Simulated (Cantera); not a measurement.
Input (Python, Cantera) and output of one run.

```python
import numpy as np
import cantera as ct

gas_names = """
    AL ALCL ALCL2 ALCL3 ALH ALO ALOCL ALOH ALO2 ALO2H AL2 AL2CL6 AL2O AL2O2 CL CLO CL2 H HALO HCL HOCL
    HO2 H2 H2O H2O2 O OH O2 O3
""".split()
cond_names = """
    AL(cr) AL(L) ALCL3(s) ALCL3(L) AL2O3(a) AL2O3(L) H2O(s) H2O(L)
""".split()


# ... load() reads the species with a 1 bar reference pressure and builds the phases ...
atoms = {
    'AlCl3': {'AL': 1, 'CL': 3},
    'O2': {'O': 2},
    'H2': {'H': 2},
}
top_T = {}  # K; cautious upper limits of use, not melting points


# ... equilibrate(T, P, feed) seeds the gas with the atoms and calls Mixture.equilibrate('TP', solver="vcs", rtol=1e-11, max_steps=5000) ...
results = []
feed = {'AlCl3': 1, 'O2': 1.7, 'H2': 2.4}  # mol
P = 34  # Pa
for T in [1323, 1373, 1423, 1473, 1523, 1573, 1623, 1673, 1723, 1773, 1823, 1873]:
    mix = equilibrate(T, P, feed)
    results.append((T, P, feed, dict(zip(mix.species_names, mix.species_moles))))
    x = sorted(zip(gas.X, gas.species_names), reverse=True)
    print(f"T = {T:g} K  P = {P:g} Pa  gas = {mix.phase_moles(0):.4g} mol")
    print("   x: " + "  ".join(f"{s} {v:.3e}" for v, s in x if v > 0.001))
    print("   condensed (mol): " + ("  ".join(f"{mix.phase(i).name} {mix.phase_moles(i):.4g}"
          for i in range(1, mix.n_phases) if mix.phase_moles(i) > 1e-12) or "none"))
```

It prints:

```
T = 1323 K  P = 34 Pa  gas = 4.423 mol
   x: HCL 6.549e-01  H2O 2.151e-01  O2 1.072e-01  CL 2.197e-02
   condensed (mol): AL2O3(a) 0.5
T = 1373 K  P = 34 Pa  gas = 4.432 mol
   x: HCL 6.464e-01  H2O 2.182e-01  O2 1.051e-01  CL 2.941e-02
   condensed (mol): AL2O3(a) 0.5
T = 1423 K  P = 34 Pa  gas = 4.442 mol
   x: HCL 6.362e-01  H2O 2.220e-01  O2 1.027e-01  CL 3.831e-02
   condensed (mol): AL2O3(a) 0.5
T = 1473 K  P = 34 Pa  gas = 4.454 mol
   x: HCL 6.242e-01  H2O 2.264e-01  O2 9.977e-02  CL 4.865e-02
   condensed (mol): AL2O3(a) 0.5
T = 1523 K  P = 34 Pa  gas = 4.468 mol
   x: HCL 6.105e-01  H2O 2.313e-01  O2 9.646e-02  CL 6.037e-02
   condensed (mol): AL2O3(a) 0.5
T = 1573 K  P = 34 Pa  gas = 4.484 mol
   x: HCL 5.953e-01  H2O 2.367e-01  O2 9.275e-02  CL 7.333e-02  OH 1.325e-03
   condensed (mol): AL2O3(a) 0.5
T = 1623 K  P = 34 Pa  gas = 4.502 mol
   x: HCL 5.787e-01  H2O 2.424e-01  O2 8.870e-02  CL 8.738e-02  OH 1.945e-03
   condensed (mol): AL2O3(a) 0.5
T = 1673 K  P = 34 Pa  gas = 4.522 mol
   x: HCL 5.609e-01  H2O 2.481e-01  CL 1.023e-01  O2 8.436e-02  OH 2.788e-03
   condensed (mol): AL2O3(a) 0.5
T = 1723 K  P = 34 Pa  gas = 4.544 mol
   x: HCL 5.421e-01  H2O 2.537e-01  CL 1.179e-01  O2 7.979e-02  OH 3.906e-03  H2 1.240e-03
   condensed (mol): AL2O3(a) 0.5
T = 1773 K  P = 34 Pa  gas = 4.569 mol
   x: HCL 5.224e-01  H2O 2.589e-01  CL 1.340e-01  O2 7.509e-02  OH 5.354e-03  H2 2.138e-03  O 1.395e-03
   condensed (mol): AL2O3(a) 0.5
T = 1823 K  P = 34 Pa  gas = 4.599 mol
   x: HCL 5.018e-01  H2O 2.631e-01  CL 1.503e-01  O2 7.035e-02  OH 7.189e-03  H2 3.580e-03  O 2.170e-03  H 1.406e-03
   condensed (mol): AL2O3(a) 0.5
T = 1873 K  P = 34 Pa  gas = 4.635 mol
   x: HCL 4.803e-01  H2O 2.658e-01  CL 1.669e-01  O2 6.571e-02  OH 9.463e-03  H2 5.824e-03  O 3.286e-03  H 2.671e-03
   condensed (mol): AL2O3(a) 0.5
```

Method: chemical equilibrium by Gibbs-energy minimisation in Cantera with the NASA 1993 tables (ideal gas, pure condensed phases).
